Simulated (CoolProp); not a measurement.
Model: reference Helmholtz-energy equation of state, Span 2000, in CoolProp.

Problem. Give the vapour pressure (kPa), liquid cp (kJ/(kg K)), liquid viscosity (µPa s), vapour viscosity (µPa s) of saturated nitrogen at -203.85, -200.25 °C.

Solution. 
```json
[
 {"T (°C)": "-203.85", "p (kPa)": "34.7", "liquid cp (kJ/(kg K))": "2.01", "liquid viscosity (µPa s)": "228", "vapour viscosity (µPa s)": "4.83"},
 {"T (°C)": "-200.25", "p (kPa)": "57.9", "liquid cp (kJ/(kg K))": "2.02", "liquid viscosity (µPa s)": "193", "vapour viscosity (µPa s)": "5.10"}
]
```

Viscosity comes from a separate model (Lemmon 2004).
